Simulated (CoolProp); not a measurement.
The numbers come from the reference Helmholtz-energy equation of state, Zhou 2014 in CoolProp.

### Question
For cyclohexane, give the phase and the cv (kJ/(kg K)), Joule-Thomson coefficient (K/MPa) at 334.65 °C and 2.52 MPa; 334.65 °C and 7.16 MPa.

### Answer
- 334.65 °C and 2.52 MPa: gas; cv 2.65, Joule-Thomson coefficient 5.69
- 334.65 °C and 7.16 MPa: supercritical; cv 2.79, Joule-Thomson coefficient 5.57
